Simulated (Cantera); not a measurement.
**Adiabatic ignition**

An adiabatic, constant-volume homogeneous reactor starts with C₃H₈ : O₂ : N₂ = 1 : 9.26 : 34.8 (molar parts), equivalence ratio 0.54, at 1175 K and 4.93 atm.

Model: GRI-Mech 3.0 (53 species, 325 reactions), integrated in Cantera. GRI-Mech 3.0 was tuned for natural gas; its chemistry of propane as a main component is partial and can be far from experiment.

```json
[
 {"t (s)": "1.00e-5", "T (K)": "1175", "P (bar)": "5.00", "x C₃H₈": "0.0222", "x O₂": "0.206", "x NO": "<1e-12", "x CH₄": "3.01e-8", "x N₂O": "<1e-12", "x H₂O₂": "1.26e-8", "x HCN": "<1e-12"},
 {"t (s)": "3.16e-5", "T (K)": "1175", "P (bar)": "5.00", "x C₃H₈": "0.0222", "x O₂": "0.206", "x NO": "<1e-12", "x CH₄": "3.20e-7", "x N₂O": "<1e-12", "x H₂O₂": "1.23e-7", "x HCN": "<1e-12"},
 {"t (s)": "0.000100", "T (K)": "1175", "P (bar)": "5.00", "x C₃H₈": "0.0222", "x O₂": "0.205", "x NO": "<1e-12", "x CH₄": "3.68e-6", "x N₂O": "8.13e-12", "x H₂O₂": "8.11e-7", "x HCN": "<1e-12"},
 {"t (s)": "0.000316", "T (K)": "1175", "P (bar)": "5.00", "x C₃H₈": "0.0221", "x O₂": "0.205", "x NO": "<1e-12", "x CH₄": "3.01e-5", "x N₂O": "3.81e-11", "x H₂O₂": "1.51e-6", "x HCN": "<1e-12"},
 {"t (s)": "0.00100", "T (K)": "1176", "P (bar)": "5.01", "x C₃H₈": "0.0216", "x O₂": "0.205", "x NO": "<1e-12", "x CH₄": "0.000134", "x N₂O": "1.50e-10", "x H₂O₂": "2.22e-6", "x HCN": "<1e-12"},
 {"t (s)": "0.00316", "T (K)": "1187", "P (bar)": "5.07", "x C₃H₈": "0.0183", "x O₂": "0.203", "x NO": "<1e-12", "x CH₄": "0.000790", "x N₂O": "1.10e-9", "x H₂O₂": "1.43e-5", "x HCN": "<1e-12"},
 {"t (s)": "0.0100", "T (K)": "2534", "P (bar)": "11.1", "x C₃H₈": "<1e-12", "x O₂": "0.0844", "x NO": "0.0141", "x CH₄": "<1e-12", "x N₂O": "2.69e-6", "x H₂O₂": "6.05e-7", "x HCN": "9.83e-12"},
 {"t (s)": "0.0316", "T (K)": "2532", "P (bar)": "11.1", "x C₃H₈": "<1e-12", "x O₂": "0.0840", "x NO": "0.0150", "x CH₄": "<1e-12", "x N₂O": "2.69e-6", "x H₂O₂": "6.00e-7", "x HCN": "9.91e-12"},
 {"t (s)": "0.100", "T (K)": "2532", "P (bar)": "11.1", "x C₃H₈": "<1e-12", "x O₂": "0.0840", "x NO": "0.0150", "x CH₄": "<1e-12", "x N₂O": "2.69e-6", "x H₂O₂": "6.00e-7", "x HCN": "9.91e-12"},
 {"t (s)": "0.316", "T (K)": "2532", "P (bar)": "11.1", "x C₃H₈": "<1e-12", "x O₂": "0.0840", "x NO": "0.0150", "x CH₄": "<1e-12", "x N₂O": "2.69e-6", "x H₂O₂": "6.00e-7", "x HCN": "9.91e-12"},
 {"t (s)": "1.00", "T (K)": "2532", "P (bar)": "11.1", "x C₃H₈": "<1e-12", "x O₂": "0.0840", "x NO": "0.0150", "x CH₄": "<1e-12", "x N₂O": "2.69e-6", "x H₂O₂": "6.00e-7", "x HCN": "9.91e-12"}
]
```
x: mole fraction; the columns are a selection and need not sum to one.

```
Quantity                                                           Value
---------------------------------  -------------------------------------
time of steepest temperature rise                                3.76 ms
temperature at 1.00 s                                             2532 K
equilibrium temperature                                           2532 K
x(C₃H₈) at 1.00 s                  <1e-12 (gas-phase equilibrium <1e-12)
x(O₂) at 1.00 s                    0.0840 (gas-phase equilibrium 0.0840)
x(NO) at 1.00 s                    0.0150 (gas-phase equilibrium 0.0150)
```
